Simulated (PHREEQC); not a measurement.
A column of 0.1 m (30 cells, dispersivity 0.0035 m, 720 s a shift, diffusion coefficient 3e-10 m²/s) holds 0.085 eq of the database's cation exchanger X per kg of pore water, first in equilibrium with 0.0013 mol NaCl and 1e-05 mol HCl per kg of water. It is flushed with 0.031 mol MgSO4, 0.016 mol MnCl2 and 1e-05 mol HCl per kg of water, at 25 °C. Values are for the last cell. The system is closed to CO2. Nothing may precipitate in this run.

The series has 31 steps of pore volumes, from 0 to 4.017.

The numbers come from PHREEQC with the ion-association model, phreeqc.dat.

Question: After how many pore volumes does S at the outlet first reach half of its feed value?

Answer: By 1.1 pore volumes.

Question: After how many pore volumes does Mg at the outlet first reach half of its feed value?

Answer: By 1.9 pore volumes.

Question: After how many pore volumes does Mn at the outlet first reach half of its feed value?

Answer: By 1.9 pore volumes.
